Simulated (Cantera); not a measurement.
## Ignition delay

Mixture: 12.4 % CH4, 11.8 % CO, 18.1 % O2, 57.7 % N2, equivalence ratio 1.7, at 1.88 atm, adiabatic and at constant volume. Ignition delay is the time to a rise of 400 K.

Computed with Cantera and GRI-Mech 3.0 (53 species, 325 reactions).

| T0 (K) | delay (ms) |
|---|---|
| 1300 | 10.9 |
| 1400 | 2.86 |
| 1500 | 0.868 |
| 1600 | 0.309 |
| 1700 | 0.129 |
| 1800 | 0.0615 |
| 1900 | 0.0328 |
| 2000 | 0.0191 |

```json
{
 "apparent activation energy between 1800 and 2000 K": "170 kJ/mol"
}
```
